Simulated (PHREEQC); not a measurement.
Dissolve 58.5 mmol/kgw Pb(NO3)2 and 3.8 mmol/kgw ZnCl2 at 75 °C. Closed to the air; pH follows from the charge balance.

The numbers come from PHREEQC with the ion-association model, phreeqc.dat.

This is a speciation only: nothing precipitates in the calculation.

Task: What pH, density does the model give?

Result: pH 4.51; density 0.992 g/cm³.

Task: In which forms is Pb present?

Result: Pb+2 65 %, PbNO3+ 27 %, PbCl+ 7.2 % of the Pb.

Saturation is exceeded, for instance for Pb(OH)2; the values hold only as long as no solid forms. Complexes and solids missing from the database can't appear. Constants without temperature data keep their 25 °C values here.
